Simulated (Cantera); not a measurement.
**Si + Cl₂ + H₂ (chlorosilane synthesis and conversion)**

Input: 1 mol Si, 1.4 mol Cl₂, 2 mol H₂, at 1050 K and 1 atm.

These are equilibrium values from Cantera (NASA tables, ideal gas, pure condensed phases), not measurements of a reactor. Candidate condensed phases: Si; 19 gas species. The tables' values for SiCl₃ are old estimates; treat these amounts as uncertain. The numbers say what is thermodynamically allowed, not how fast it happens.

```json
{
 "x(H₂)": "0.700",
 "x(SiCl₄)": "0.195",
 "x(SiHCl₃)": "0.0794",
 "x(HCl)": "0.0178",
 "x(SiH₂Cl₂)": "0.00369",
 "x(SiCl₃)": "0.00302",
 "x(SiCl₂)": "0.000850",
 "x(SiH₃Cl)": "4.46e-5",
 "n(Si(s))": "0.251 mol",
 "gas_amount": "2.657 mol"
}
```
